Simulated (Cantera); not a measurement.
What does this Cantera script print?

```python
import numpy as np
import cantera as ct

gas = ct.Solution("gri30.yaml")
gas.TPX = 600, 14000, {'CH4': 1, 'H2': 0.98, 'O2': 2.26, 'N2': 8.51, 'H2O': 0.43}
flame = ct.FreeFlame(gas, width=0.16)
flame.set_refine_criteria(ratio=3, slope=0.08, curve=0.16)
flame.transport_model = "mixture-averaged"
flame.solve(loglevel=0, auto=True)
z, T = flame.grid, flame.T
thick = (T[-1] - T[0]) / np.gradient(T, z).max()
show = ['CH4', 'H2', 'O2', 'HO2', 'HCN', 'CH2']
print(f"laminar burning velocity  {flame.velocity[0] * 100:.3f} cm/s")
print(f"burnt temperature         {T[-1]:.1f} K")
print(f"thermal thickness         {thick * 1e3:.4f} mm")
print(f"grid points               {len(z)}")
z0 = z[flame.heat_release_rate.argmax()]
print(f"{'z/mm':>9s}{'T/K':>9s}{'u/(m/s)':>9s}" + "".join(f"{s:>11s}" for s in show))
rows = []
for k in (-3, -2, -1.5, -1, -0.5, -0.25, 0, 0.25, 0.5, 1, 2, 4, 8):
    zz = z0 + k * thick
    rows.append([k * thick, np.interp(zz, z, T), np.interp(zz, z, flame.velocity),
                 *(np.interp(zz, z, flame.X[gas.species_index(s)]) for s in show)])
    print(f"{rows[-1][0] * 1e3:9.3f}{rows[-1][1]:9.1f}{rows[-1][2]:9.3f}" + "".join(f"{x:11.3e}" for x in rows[-1][3:]))
```

It prints:

```
laminar burning velocity  270.385 cm/s
burnt temperature         2304.3 K
thermal thickness         1.7150 mm
grid points               166
     z/mm      T/K  u/(m/s)        CH4         H2         O2        HO2        HCN        CH2
   -5.145    600.0    2.704  7.588e-02  7.431e-02  1.715e-01  6.439e-07  2.604e-14  1.247e-15
   -3.430    600.3    2.705  7.589e-02  7.411e-02  1.715e-01  8.450e-06  1.288e-12  3.429e-12
   -2.572    602.5    2.714  7.586e-02  7.371e-02  1.715e-01  3.146e-05  3.423e-11  5.971e-10
   -1.715    629.2    2.833  7.517e-02  7.252e-02  1.707e-01  5.855e-05  2.279e-09  3.008e-08
   -0.857    874.5    3.956  6.385e-02  6.970e-02  1.568e-01  4.558e-05  1.193e-07  6.826e-07
   -0.429   1236.5    5.650  3.959e-02  6.688e-02  1.245e-01  9.730e-05  6.083e-07  1.456e-05
    0.000   1621.5    7.496  1.160e-02  5.879e-02  7.620e-02  8.606e-05  1.902e-06  5.780e-05
    0.429   1797.5    8.354  1.385e-03  4.547e-02  4.213e-02  1.421e-05  2.384e-06  2.326e-05
    0.857   1837.7    8.542  9.141e-05  3.691e-02  2.745e-02  2.485e-06  1.486e-06  2.117e-06
    1.715   1860.1    8.621  3.920e-07  3.373e-02  1.998e-02  1.424e-06  3.902e-07  1.004e-08
    3.430   1884.6    8.702  5.634e-11  3.449e-02  1.762e-02  1.239e-06  3.113e-08  1.615e-12
    6.860   1917.5    8.827  5.895e-15  3.439e-02  1.644e-02  1.122e-06  9.055e-10  3.025e-16
   13.720   1966.3    9.018  9.721e-17  3.330e-02  1.515e-02  9.908e-07  6.352e-12  1.067e-16
```

Detailed kinetics in Cantera: GRI-Mech 3.0 (53 species, 325 reactions). Burning velocities carry a grid error of a few per cent, more on coarse grids.
